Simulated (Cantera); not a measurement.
Equilibrium for abatement and gas-phase synthesis: CS2 + H2O + N2

Charge: 1 mol CS2, 0.39 mol H2O, 2.8 mol N2, at 10.0 mbar.

Cantera equilibrium calculation (NASA polynomials, part measured and part estimated; ideal gas, pure solids and liquids). Candidate condensed phases: C, C6H6, C7H8, C8H18, H2O, H2SO4, S; 150 gas species. The numbers say what is thermodynamically allowed, not how fast it happens.

From 1825 K to 2375 K nothing is condensed. The main C-bearing gas is CS2 at 1825 K and CS at 2375 K.

| T (K) | log p N2 | log p CS2 | log p S2 | log p CS | log p CO | log p H2 | log p S | log p H |
|---|---|---|---|---|---|---|---|---|
| 1825 | -2.22 | -2.98 | -3.03 | -3.60 | -3.08 | -3.10 | -4.56 | -4.91 |
| 1875 | -2.22 | -3.01 | -3.02 | -3.48 | -3.08 | -3.11 | -4.39 | -4.74 |
| 1925 | -2.22 | -3.06 | -3.01 | -3.37 | -3.08 | -3.11 | -4.22 | -4.58 |
| 1975 | -2.23 | -3.12 | -3.00 | -3.28 | -3.08 | -3.12 | -4.07 | -4.42 |
| 2025 | -2.23 | -3.18 | -2.99 | -3.21 | -3.09 | -3.13 | -3.92 | -4.28 |
| 2075 | -2.23 | -3.26 | -2.98 | -3.15 | -3.09 | -3.14 | -3.78 | -4.14 |
| 2125 | -2.24 | -3.34 | -2.98 | -3.10 | -3.09 | -3.15 | -3.65 | -4.02 |
| 2175 | -2.24 | -3.42 | -2.98 | -3.06 | -3.10 | -3.17 | -3.53 | -3.90 |
| 2225 | -2.25 | -3.52 | -2.99 | -3.03 | -3.10 | -3.19 | -3.42 | -3.78 |
| 2275 | -2.25 | -3.62 | -3.01 | -3.01 | -3.11 | -3.21 | -3.31 | -3.68 |
| 2325 | -2.26 | -3.72 | -3.03 | -2.99 | -3.11 | -3.23 | -3.22 | -3.58 |
| 2375 | -2.26 | -3.83 | -3.06 | -2.98 | -3.12 | -3.27 | -3.13 | -3.48 |
log p: log10 of the partial pressure in bar; nothing condenses.
